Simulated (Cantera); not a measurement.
Tantalum, niobium, vanadium and zirconium in process gases: V + N2O + N2

A closed system holds: 1 mol V, a varied amount of N2O, 0.78 mol N2, held at 1800 K and 1.50 Torr.

These are equilibrium values from Cantera (NASA tables, ideal gas, pure condensed phases), not measurements of a reactor. Candidate condensed phases: V, VN, VO, V2O3, V2O4, V2O5; 13 gas species. Mutual solubility and eutectic melting of coexisting phases are not modelled. VN, VO: taken at fixed stoichiometry. Condensed phases not in the tables: the oxides between V2O3 and V2O5 other than VO2, solid solutions among these carbides, nitrides and lower oxides, V2N. Rates play no part.

| n(N2O) (mol) | x N2 | x O2 | x VO2 | x NO | n VN(s) | n VO(s) | n V2O3(s) | n V2O4(s) |
|---|---|---|---|---|---|---|---|---|
| 0.25 | 1.000 | <1e-12 | 6.72e-6 | 5.74e-9 | 0.750 | 0.250 | 0 | 0 |
| 0.3 | 1.000 | <1e-12 | 6.72e-6 | 5.74e-9 | 0.700 | 0.300 | 0 | 0 |
| 0.36 | 1.000 | <1e-12 | 6.72e-6 | 5.74e-9 | 0.640 | 0.360 | 0 | 0 |
| 0.44 | 1.000 | <1e-12 | 6.72e-6 | 5.74e-9 | 0.560 | 0.440 | 0 | 0 |
| 0.53 | 1.000 | <1e-12 | 6.72e-6 | 5.74e-9 | 0.470 | 0.530 | 0 | 0 |
| 0.64 | 1.000 | <1e-12 | 6.72e-6 | 5.74e-9 | 0.360 | 0.640 | 0 | 0 |
| 0.78 | 1.000 | <1e-12 | 6.72e-6 | 5.74e-9 | 0.220 | 0.780 | 0 | 0 |
| 0.95 | 1.000 | <1e-12 | 6.72e-6 | 5.74e-9 | 0.0500 | 0.950 | 0 | 0 |
| 1.1 | 1.000 | 3.10e-10 | 0.000211 | 1.80e-7 | 0 | 0.800 | 0.0996 | 0 |
| 1.4 | 1.000 | 3.10e-10 | 0.000211 | 1.80e-7 | 0 | 0.200 | 0.400 | 0 |
| 1.7 | 0.965 | 0.0157 | 0.0178 | 0.00126 | 0 | 0 | 0.385 | 0.0925 |
| 2 | 0.965 | 0.0157 | 0.0178 | 0.00126 | 0 | 0 | 0.0949 | 0.380 |
| 2.5 | 0.911 | 0.0679 | 0.0178 | 0.00254 | 0 | 0 | 0 | 0.468 |
x: gas mole fraction; n: condensed amount in mol.

From 0.25 mol N2O to 0.95 mol N2O the condensed part is VN(s) + VO(s). From 1.1 mol N2O to 1.4 mol N2O the condensed part is VO(s) + V2O3(s). From 1.7 mol N2O to 2 mol N2O the condensed part is V2O3(s) + V2O4(s). At 2.5 mol N2O the condensed part is V2O4(s). The main V-bearing gas is VO at 0.25 mol N2O and VO2 at 2.5 mol N2O.
